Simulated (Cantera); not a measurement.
Cantera run:

```python
import numpy as np
import cantera as ct

gas_names = """
    CL CL2 H HCL H2 Si SiCL SiCL2 SiCL3 SiCL4 SiH SiHCL3 SiH2 SiH2CL2 SiH3 SiH3CL SiH4 Si2 Si3
""".split()
cond_names = """
    Si(cr) Si(L)
""".split()


def load(file, names, dense=False):
    # The tables refer to 1 bar. Condensed volumes are neglected.
    table = {s.name: s for s in ct.Species.list_from_file(file)}
    out = []
    for n in names:
        d = dict(table[n].input_data)
        d["thermo"] = dict(d["thermo"], **{"reference-pressure": 1e5})
        if dense:
            d["equation-of-state"] = {"model": "constant-volume", "density": "1e6 g/cm^3"}
        out.append(ct.Species.from_dict(d))
    return out


gas = ct.Solution(thermo="ideal-gas", species=load("nasa_gas.yaml", gas_names))
cond = {s.name: ct.Solution(thermo="fixed-stoichiometry", species=[s], name=s.name)
        for s in load("nasa_condensed.yaml", cond_names, dense=True)}
atoms = {
    'SiCl4': {'Si': 1, 'CL': 4},
    'HCl': {'H': 1, 'CL': 1},
    'H2': {'H': 2},
}
top_T = {}  # K; cautious upper limits of use, not melting points


def equilibrate(T, P, feed):
    n = {}
    for name, mol in feed.items():
        for a, k in atoms[name].items():
            n[a] = n.get(a, 0.0) + k * mol
    gas.TPX = T, P, n
    mass = sum(n.values()) * gas.mean_molecular_weight
    gas.equilibrate("TP")
    valid = [c for c in cond.values() if c.min_temp <= T <= top_T.get(c.name, c.max_temp)]
    mix = ct.Mixture([(gas, mass / gas.mean_molecular_weight)] + [(c, 0.0) for c in valid])
    mix.T, mix.P = T, P
    mix.equilibrate("TP", solver="vcs", rtol=1e-11, max_steps=5000)
    return mix


results = []
feed = {'SiCl4': 1, 'HCl': 1.1, 'H2': 14}  # mol
T = 1400  # K
P = 180000  # Pa
mix = equilibrate(T, P, feed)
results.append((T, P, feed, dict(zip(mix.species_names, mix.species_moles))))
x = sorted(zip(gas.X, gas.species_names), reverse=True)
print(f"T = {T:g} K  P = {P:g} Pa  gas = {mix.phase_moles(0):.4g} mol")
print("   x: " + "  ".join(f"{s} {v:.3e}" for v, s in x if v > 0.0001))
print("   condensed (mol): " + ("  ".join(f"{mix.phase(i).name} {mix.phase_moles(i):.4g}"
      for i in range(1, mix.n_phases) if mix.phase_moles(i) > 1e-12) or "none"))
```

It prints:

```
T = 1400 K  P = 180000 Pa  gas = 16.32 mol
   x: H2 8.270e-01  HCL 1.118e-01  SiCL4 2.780e-02  SiHCL3 1.456e-02  SiCL2 9.737e-03  SiCL3 7.985e-03  SiH2CL2 1.147e-03
   condensed (mol): none
```

Method: chemical equilibrium by Gibbs-energy minimisation in Cantera with the NASA 1993 tables (ideal gas, pure condensed phases). The tables' values for SiCl3 are old estimates; treat these amounts as uncertain.
